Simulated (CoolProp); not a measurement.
A closed Brayton cycle with dry air: compressor inlet 321.15 K and 7.1 MPa, high pressure 23.5 MPa, turbine inlet 980 K, compressor efficiency 0.89, turbine efficiency 0.93, recuperator effectiveness 0 (on enthalpy, no pinch check). Each further row changes one setting.

Model: reference Helmholtz-energy equation of state, Lemmon 2000, in CoolProp. It is a pseudo-pure fit of the blend.

```csv
case,thermal efficiency (%),net work (kJ/kg),compressor to turbine work,compressor exit (K),turbine exit (K)
as stated,22.2,128,0.55,470.1,737.0
turbine inlet 930 K,21.9,113,0.58,470.1,697.5
compressor inlet 331.15 K,22.0,122,0.57,484.4,737.0
high pressure 20 MPa,19.8,118,0.52,447.1,766.2
recuperator effectiveness 0.5,29.6,128,0.55,470.1,737.0
```
